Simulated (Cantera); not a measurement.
Thermodynamics of tantalum, niobium, vanadium and zirconium in process gases, feed V + H2O + N2

Feed: 1 mol V, 4.6 mol H2O, 27 mol N2.

These are equilibrium values from Cantera (NASA tables, ideal gas, pure condensed phases), not measurements of a reactor. Candidate condensed phases: H2O, V, VN, VO, V2O3, V2O4, V2O5; 28 gas species. Condensed phases not in the tables: the oxides between V2O3 and V2O5 other than VO2. Equilibrium is a limit: real reactors are often held back by kinetics, nucleation or transport.

Stable condensed phases:

```
T in K \ P in Pa
            0.10       1      10     100    1000   10000  100000 1000000
   2223        A       A       A       A       A       B       B       B
   2173        A       A       A       A       A       B       B       B
   2123        A       A       A       A       A       B       B       B
   2073        A       A       A       A       B       B       B       B
   2023        A       A       A       A       B       B       B       B
   1973        A       A       A       A       B       B       B       B
   1923        A       A       A       B       B       B       B       B
   1873        A       A       A       B       B       B       B       B
   1823        A       A       A       B       B       B       B       B
   1773        A       A       B       B       B       B       B       B
   1723        A       A       B       B       B       B       B       B
   1673        A       A       B       B       B       B       B       B
   1623        A       B       B       B       B       B       B       B
```

A: gas only; B: V2O3.
